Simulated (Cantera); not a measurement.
## Thermodynamics of halide evaporation, hydrolysis and transport, feed CuF2 + H2O + H2

A closed system holds: 1 mol CuF2, 10 mol H2O, 2.8 mol H2, held at 2.30 Pa.

Equilibrium computed with Cantera from the NASA thermochemical tables; the gas is ideal and each condensed phase is pure. Candidate condensed phases: Cu, CuF2, CuO, Cu(OH)2, Cu2O, H2O; 27 gas species. Rates play no part.

```tsv
T (K)	log p H2O	log p H	log p H2	log p HF	log p O	log p Cu	log p OH	log p O2
1648	-4.81	-6.83	-5.56	-5.51	-8.79	-5.81	-7.43	-8.38
1698	-4.81	-6.62	-5.57	-5.51	-8.31	-5.81	-7.16	-7.91
1748	-4.82	-6.42	-5.57	-5.51	-7.87	-5.81	-6.91	-7.48
1798	-4.83	-6.23	-5.56	-5.52	-7.47	-5.82	-6.68	-7.09
1848	-4.85	-6.05	-5.55	-5.52	-7.10	-5.83	-6.48	-6.76
1898	-4.88	-5.87	-5.52	-5.54	-6.78	-5.84	-6.31	-6.49
1948	-4.92	-5.69	-5.49	-5.55	-6.50	-5.85	-6.16	-6.29
1998	-4.98	-5.53	-5.47	-5.57	-6.25	-5.87	-6.05	-6.13
2048	-5.07	-5.37	-5.45	-5.60	-6.03	-5.90	-5.96	-6.02
2098	-5.19	-5.24	-5.45	-5.64	-5.84	-5.94	-5.90	-5.94
2148	-5.35	-5.12	-5.48	-5.69	-5.67	-5.99	-5.88	-5.92
```
log p: log10 of the partial pressure in bar; nothing condenses.

From 1648 K to 2148 K nothing is condensed. The main Cu-bearing gas is Cu throughout.
